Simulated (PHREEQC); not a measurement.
Solution (70 °C): 0.0045 mol/kgw HNO3, 0.058 mol/kgw ZnSO4 and 4.4e-05 mol/kgw MgCl2. Closed to the air; pH follows from the charge balance.

Equilibrium calculation in PHREEQC: ion-association model, phreeqc.dat.

Each row changes one thing in this solution. Precipitation was switched off in this run.

```json
[
 {"case": "as made", "pH": "2.98", "ionic strength (mol/kgw)": "0.121", "SO4-2 (mol/kgw)": "0.0241", "HSO4- (mol/kgw)": "0.00320", "Cl- (mol/kgw)": "7.65e-5", "MgSO4 (mol/kgw)": "2.78e-5"},
 {"case": "MgCl2 from 4.4e-05 to 3.96e-05 mol/kgw", "pH": "2.98", "ionic strength (mol/kgw)": "0.121", "SO4-2 (mol/kgw)": "0.0241", "HSO4- (mol/kgw)": "0.00320", "Cl- (mol/kgw)": "6.89e-5", "MgSO4 (mol/kgw)": "2.50e-5"},
 {"case": "HNO3 replaced by LiNO3 at the same molality", "pH": "5.11", "ionic strength (mol/kgw)": "0.124", "SO4-2 (mol/kgw)": "0.0258", "HSO4- (mol/kgw)": "2.54e-5", "Cl- (mol/kgw)": "7.69e-5", "MgSO4 (mol/kgw)": "2.83e-5"},
 {"case": "diluted 100-fold with water", "pH": "4.42", "ionic strength (mol/kgw)": "0.00213", "SO4-2 (mol/kgw)": "0.000519", "HSO4- (mol/kgw)": "5.05e-6", "Cl- (mol/kgw)": "8.74e-7", "MgSO4 (mol/kgw)": "7.78e-8"},
 {"case": "MgCl2 from 4.4e-05 to 4.84e-05 mol/kgw", "pH": "2.98", "ionic strength (mol/kgw)": "0.121", "SO4-2 (mol/kgw)": "0.0241", "HSO4- (mol/kgw)": "0.00320", "Cl- (mol/kgw)": "8.42e-5", "MgSO4 (mol/kgw)": "3.05e-5"},
 {"case": "HNO3 from 0.0045 to 0.0009 mol/kgw", "pH": "3.70", "ionic strength (mol/kgw)": "0.119", "SO4-2 (mol/kgw)": "0.0253", "HSO4- (mol/kgw)": "0.000652", "Cl- (mol/kgw)": "7.68e-5", "MgSO4 (mol/kgw)": "2.84e-5"},
 {"case": "HNO3 left out", "pH": "5.11", "ionic strength (mol/kgw)": "0.118", "SO4-2 (mol/kgw)": "0.0256", "HSO4- (mol/kgw)": "2.55e-5", "Cl- (mol/kgw)": "7.69e-5", "MgSO4 (mol/kgw)": "2.86e-5"},
 {"case": "ZnSO4 from 0.058 to 0.29 mol/kgw", "pH": "3.24", "ionic strength (mol/kgw)": "0.543", "SO4-2 (mol/kgw)": "0.0886", "HSO4- (mol/kgw)": "0.00373", "Cl- (mol/kgw)": "6.38e-5", "MgSO4 (mol/kgw)": "3.05e-5"},
 {"case": "ZnSO4 replaced by Fe2(SO4)3 at the same molality", "pH": "2.33", "ionic strength (mol/kgw)": "0.233", "SO4-2 (mol/kgw)": "0.0437", "HSO4- (mol/kgw)": "0.0210", "Cl- (mol/kgw)": "8.39e-5", "MgSO4 (mol/kgw)": "2.92e-5"}
]
```

Some of these states are supersaturated (in Hematite (slow to form), Goethite (slow to form), for instance). Away from 25 °C the constants follow the database's enthalpies or fits; those with neither stay at their 25 °C values.
